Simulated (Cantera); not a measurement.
Mixture: CH₄ : CO : O₂ : N₂ = 1 : 0.052 : 1.13 : 6.64 (molar parts), equivalence ratio 1.8, at 1.20 bar, adiabatic and at constant volume. Ignition delay is the time to a rise of 400 K.

Model: GRI-Mech 3.0 (53 species, 325 reactions), integrated in Cantera.

**Question.** Predict: delay at 1225 K; delay at 1375 K; delay at 1525 K; delay at 1675 K; delay at 1825 K; apparent activation energy between 1750 and 1900 K.

**Answer.** delay at 1225 K: 57.8 ms
delay at 1375 K: 7.92 ms
delay at 1525 K: 1.39 ms
delay at 1675 K: 0.334 ms
delay at 1825 K: 0.110 ms
apparent activation energy between 1750 and 1900 K: 180 kJ/mol
